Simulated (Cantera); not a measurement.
Mixture: CO : H2 : CH4 : O2 : N2 = 1 : 0.5 : 0.7 : 5.37 : 20.2 (molar parts), equivalence ratio 0.40, at 0.434 atm, adiabatic and at constant volume. Ignition delay is the time to a rise of 400 K.

Detailed kinetics in Cantera: GRI-Mech 3.0 (53 species, 325 reactions). Below about 1000 K GRI-Mech 3.0 lacks low-temperature oxidation paths.

Q: What does this change do: H2 0.5 to 0.25 parts?

A: 
| quantity | before | after |
|---|---|---|
| delay at 950 K | 18.6 ms | 39.8 ms |
| delay at 1050 K | 4.80 ms | 12.2 ms |
| delay at 1150 K | 1.82 ms | 4.66 ms |
| delay at 1250 K | 0.866 ms | 2.05 ms |
| delay at 1350 K | 0.485 ms | 1.05 ms |
| apparent activation energy between 1250 and 1350 K | 81 kJ/mol | 94 kJ/mol |

Q: What does this change do: pressure from 0.434 atm to 4.93 atm?

A: 
```csv
quantity,before,after
delay at 950 K,18.6 ms,48.2 ms
delay at 1050 K,4.80 ms,3.23 ms
delay at 1150 K,1.82 ms,0.549 ms
delay at 1250 K,0.866 ms,0.181 ms
delay at 1350 K,0.485 ms,79.6 µs
apparent activation energy between 1250 and 1350 K,81 kJ/mol,120 kJ/mol
```
